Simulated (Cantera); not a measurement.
**Ammonia decomposition in nitride growth gas**

An isothermal, constant-pressure homogeneous reactor starts with 67.6 % NH3, 32.4 % N2, at 1775 K and 1.58 atm.

Cantera simulation using the gas-phase N/H chemistry of the illustrative SiF4/NH3 mechanism in the Surface Chemkin manual (1991); the numbers are that mechanism's predictions, not measurements. Walls and surfaces, which speed up NH3 decomposition in real reactors, are not modelled.

```csv
t (s),x NH3,x NH,x H,x NH2,x N,x N2H2
0.000300,0.675,9.64e-7,1.60e-7,0.000280,7.46e-10,1.14e-6
0.00111,0.673,1.17e-6,4.93e-7,0.000309,2.47e-9,1.42e-6
0.00413,0.665,1.29e-6,1.64e-6,0.000302,8.25e-9,1.39e-6
0.0153,0.639,1.53e-6,5.58e-6,0.000282,2.47e-8,1.29e-6
0.0569,0.554,1.71e-6,1.82e-5,0.000245,4.82e-8,9.97e-7
0.211,0.359,1.51e-6,5.22e-5,0.000174,5.84e-8,4.83e-7
0.783,0.131,8.80e-7,0.000111,7.83e-5,4.50e-8,9.56e-8
2.91,0.0282,2.81e-7,0.000159,2.04e-5,1.78e-8,6.79e-9
10.8,0.00598,6.81e-8,0.000175,4.62e-6,4.60e-9,3.55e-10
40.0,0.00146,1.70e-8,0.000179,1.14e-6,1.16e-9,2.18e-11
```
x: mole fraction; the columns are a selection and need not sum to one.

Equilibrium at this temperature and pressure: NH3 1.44e-5, NH 1.68e-10, H 0.000179, NH2 1.13e-8, N 1.15e-11, N2H2 <1e-12 (gas phase only).
